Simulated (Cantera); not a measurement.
A perfectly stirred reactor is fed with 17.1 % H2, 17.4 % O2, 65.5 % N2, at 0.582 atm; it is adiabatic with a 348 K inlet, and is followed from long to short residence time, starting on the burning branch (τ in s: 0.072, 0.04, 0.022, 0.013, 0.0071, 0.004, 0.0022, 0.0012, 0.00069, 0.00039, 0.00022, 0.00012, 6.8e-05).

Detailed kinetics in Cantera: the H2/O2 subset of GRI-Mech 3.0, which has no nitrogen chemistry.

One state of this run: T (K) = 1636; x H2 = 0.00107; x O2 = 0.0962; x H2O2 = 3.77e-7; x OH = 0.00305; x HO2 = 8.61e-6. x: mole fraction; the columns are a selection and need not sum to one.

Which value of τ (s) does it belong to?
(A) 0.0022
(B) 0.013
(C) 0.00022
(D) 0.0012

B, 0.013
